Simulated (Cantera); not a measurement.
**Gas activation for diamond growth**

An isothermal, constant-pressure homogeneous reactor starts with 0.990 % CH4, 99.0 % H2, at 2098 K and 0.300 bar.

Cantera simulation using GRI-Mech 3.0 (53 species, 325 reactions); the numbers are that mechanism's predictions, not measurements. GRI-Mech 3.0 stops at C3 and has no aromatics, soot or wall deposition, so with more carbon than oxygen in the feed, carbon stays in small species such as C2H2 where larger ones or solid carbon would form.

| t (s) | x CH4 | x H2 | x C2H6 | x CH3 | x H | x CH2 |
|---|---|---|---|---|---|---|
| 1.00e-6 | 0.00990 | 0.990 | 4.36e-12 | 4.60e-6 | 8.46e-6 | 5.69e-11 |
| 3.80e-6 | 0.00989 | 0.990 | 1.21e-10 | 1.15e-5 | 3.81e-5 | 5.95e-10 |
| 1.44e-5 | 0.00987 | 0.990 | 2.30e-9 | 3.40e-5 | 0.000154 | 7.00e-9 |
| 5.48e-5 | 0.00978 | 0.990 | 3.50e-8 | 0.000117 | 0.000591 | 9.37e-8 |
| 0.000208 | 0.00945 | 0.988 | 3.09e-7 | 0.000397 | 0.00212 | 1.11e-6 |
| 0.000790 | 0.00821 | 0.986 | 7.56e-7 | 0.000786 | 0.00487 | 4.83e-6 |
| 0.00300 | 0.00518 | 0.987 | 3.43e-7 | 0.000551 | 0.00541 | 3.86e-6 |
| 0.0114 | 0.00208 | 0.988 | 5.71e-8 | 0.000226 | 0.00554 | 1.69e-6 |
| 0.0433 | 0.000633 | 0.989 | 5.48e-9 | 6.96e-5 | 0.00561 | 5.36e-7 |
| 0.164 | 0.000225 | 0.989 | 8.22e-10 | 2.48e-5 | 0.00563 | 1.93e-7 |
| 0.624 | 0.000178 | 0.989 | 5.72e-10 | 1.97e-5 | 0.00563 | 1.53e-7 |
| 2.37 | 0.000178 | 0.989 | 5.71e-10 | 1.97e-5 | 0.00563 | 1.53e-7 |
| 9.00 | 0.000178 | 0.989 | 5.71e-10 | 1.97e-5 | 0.00563 | 1.53e-7 |
x: mole fraction; the columns are a selection and need not sum to one.

Equilibrium at this temperature and pressure: CH4 0.000178, H2 0.989, C2H6 5.72e-10, CH3 1.97e-5, H 0.00563, CH2 1.53e-7 (gas phase only).
